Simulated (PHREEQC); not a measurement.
Consider water at 20 °C and 300 atm with 57 mmol/kgw HF, 32 mmol/kgw NH4F, 0.031 mmol/kgw H2SiF6 and 140 mmol/kgw H2SO4. Closed to the air; pH follows from the charge balance.

Computed with PHREEQC (ion-association model, phreeqc.dat).

Each row changes one thing in this solution. This is a speciation only: nothing precipitates in the calculation.

| case | pH | ionic strength (mol/kgw) | HSO4- (mol/kgw) | SO4-2 (mol/kgw) | NH4+ (mol/kgw) | NH4SO4- (mol/kgw) | SI of Quartz (SiO2) |
|---|---|---|---|---|---|---|---|
| as made | 0.93 | 0.211 | 0.102 | 0.0348 | 0.0287 | 0.00326 | -8.29 |
| 0.0015 mol/kgw Na2SO4 added | 0.93 | 0.214 | 0.103 | 0.0354 | 0.0287 | 0.00329 | [?] |
| diluted 100-fold with water | 2.62 | 0.00413 | 0.000154 | 0.00124 | [?] | 3.63e-6 | -2.48 |
| NH4F from 0.032 to 0.0064 mol/kgw | 0.87 | 0.205 | 0.107 | 0.0320 | 0.00579 | 0.000612 | -7.30 |
| 0.0055 mol/kgw Na2CO3 added | [?] | 0.214 | 0.0997 | 0.0364 | 0.0286 | 0.00337 | -8.35 |

Problem. Complete the blanks.

Solution. 
- 0.0015 mol/kgw Na2SO4 added, SI of Quartz (SiO2): -8.30
- diluted 100-fold with water, NH4+ (mol/kgw): 0.000316
- 0.0055 mol/kgw Na2CO3 added, pH: 0.96

Under pressure, the constants of complexes without a molar volume in the database are unreliable. SiF6-2 is the database's only silicon fluoride.
